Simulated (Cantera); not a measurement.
Input: 1 mol Al(CH₃)₃, 3.2 mol N₂O, 3.3 mol H₂, equilibrated at 773.15 K and 84.0 mbar.

Cantera equilibrium calculation (NASA polynomials, part measured and part estimated; ideal gas, pure solids and liquids). The feed counts by its element totals alone. Equilibrium is a limit: real reactors are often held back by kinetics, nucleation or transport.

```
species            before     after
----------------  -------  --------
H₂                  0.531     0.382
N₂                  0.289     0.323
CH₄                0.0501     0.145
H₂O                0.0721     0.116
CO                 0.0340    0.0136
CO₂                0.0236    0.0211
NH₃               6.91e-5  0.000249
Al₂O₃(s), mol       0.500     0.500
C(graphite), mol     1.81      1.22
```
Gas species are given as mole fractions.

### Question
Which change was made?
A) pressure from 84.0 mbar to 9.40 mbar
B) N₂O from 3.2 to 1.6 mol
C) pressure from 84.0 mbar to 0.470 bar
D) pressure from 84.0 mbar to 31.0 Pa

### Answer
C, pressure from 84.0 mbar to 0.470 bar
